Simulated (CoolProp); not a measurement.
Vapour-liquid equilibrium of R143a (1) + R236FA (2) at 246.7 K; x and y are mole fractions of (1).

The numbers come from the multi-fluid Helmholtz-energy mixture model, Lemmon and Jacobsen 2000 and Pan 2012; pair parameters Bell 2016 in CoolProp.

```tsv
x	bubble pressure, mixture model (bar)	bubble pressure, Raoult's law (bar)	y, mixture model	y, Raoult's law
0.05	0.4059	0.4227	0.259	0.292
0.15	0.5955	0.6384	0.543	0.581
0.25	0.7943	0.8542	0.695	0.724
0.35	1.001	1.070	0.788	0.809
0.45	1.215	1.286	0.851	0.865
0.55	1.435	1.501	0.896	0.906
0.65	1.660	1.717	0.930	0.936
0.75	1.889	1.933	0.956	0.959
0.85	2.120	2.149	0.976	0.978
0.95	2.354	2.364	0.993	0.993
```

The largest gap from Raoult's law is -7.0 % in bubble pressure, at x = 0.25. No azeotrope shows between x = 0.05 and 0.95.

The pair parameters rest on a limited set of measurements; away from them the model extrapolates.
